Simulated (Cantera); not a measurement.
A closed system holds: 1 mol CaO, 19 mol HCl, 0.55 mol H₂, equilibrated at 1923 K and 75.0 Torr.

Cantera equilibrium calculation (NASA polynomials, part measured and part estimated; ideal gas, pure solids and liquids). Candidate condensed phases: Ca, CaCl₂, CaO, Ca(OH)₂, H₂O; 21 gas species. Kinetics and transport are ignored.

Base state: HCl 0.854, CaCl₂ 0.0509, H₂O 0.0508, H₂ 0.0330, Cl 0.0105, H 0.000542, OH 7.17e-5, Cl₂ 3.76e-5 (mole fractions); condensed: gas only.

What changes in the equilibrium state with this change: H₂ from 0.55 to 3.7 mol?


```tsv
species	before	after
HCl	0.854	0.743
H₂	0.0330	0.164
CaCl₂	0.0509	0.0439
Cl	0.0105	0.00411
H₂O	0.0508	0.0439
Cl₂	3.76e-5	5.72e-6
OH	7.17e-5	2.78e-5
H	0.000542	0.00121
```
